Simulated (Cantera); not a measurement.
Hydrocarbon pyrolysis for carbon deposition

An isothermal, constant-pressure homogeneous reactor starts with 12.8 % C2H4, 87.2 % H2, at 1750 K and 1330 Pa.

Model: GRI-Mech 3.0 (53 species, 325 reactions), integrated in Cantera. GRI-Mech 3.0 was tuned for natural gas; its chemistry of ethylene as a main component is partial and can be far from experiment. GRI-Mech 3.0 stops at C3 and has no aromatics, soot or wall deposition, so with more carbon than oxygen in the feed, carbon stays in small species such as C2H2 where larger ones or solid carbon would form. Radical loss at walls, strong at low pressure, is not modelled.

```
t (s)       x C2H4   x H2    x C2H6    x CH3       x H     x CH2     x C2H
--------  --------  -----  --------  -------  --------  --------  --------
0.000300     0.127  0.872   1.34e-8  2.53e-9   2.90e-6  4.66e-10  3.20e-11
0.000663     0.125  0.872   2.58e-8  5.74e-9   6.43e-6   1.17e-9  1.57e-10
0.00147      0.121  0.873   4.44e-8  1.11e-8   1.42e-5   2.65e-9  7.69e-10
0.00324      0.111  0.874   7.05e-8  2.03e-8   3.01e-5   5.33e-9   3.64e-9
0.00717     0.0914  0.876   9.60e-8  3.32e-8   5.65e-5   8.29e-9   1.48e-8
0.0158      0.0564  0.880   8.17e-8  4.27e-8   8.28e-5   7.51e-9   4.21e-8
0.0350      0.0179  0.884   3.42e-8  5.51e-8  0.000118   3.38e-9   9.19e-8
0.0775    0.000716  0.886   2.57e-9  1.28e-7  0.000275  3.58e-10   2.46e-7
0.171      5.18e-5  0.886  3.17e-10  3.77e-7  0.000800  4.34e-10   7.21e-7
0.379      4.61e-5  0.885  3.23e-10  7.86e-7   0.00153   1.58e-9   1.38e-6
0.837      4.44e-5  0.885  3.14e-10  1.27e-6   0.00188   3.06e-9   1.70e-6
1.85       4.43e-5  0.885  3.21e-10  2.05e-6   0.00191   4.90e-9   1.72e-6
4.09       4.43e-5  0.885  3.49e-10  3.68e-6   0.00191   8.69e-9   1.72e-6
9.05       4.43e-5  0.884  4.51e-10  6.86e-6   0.00191   1.61e-8   1.72e-6
20.0       4.43e-5  0.884  6.94e-10  1.13e-5   0.00191   2.63e-8   1.72e-6
```
x: mole fraction; the columns are a selection and need not sum to one.

Equilibrium at this temperature and pressure: C2H4 4.43e-5, H2 0.884, C2H6 8.85e-10, CH3 1.38e-5, H 0.00191, CH2 3.21e-8, C2H 1.72e-6 (gas phase only).
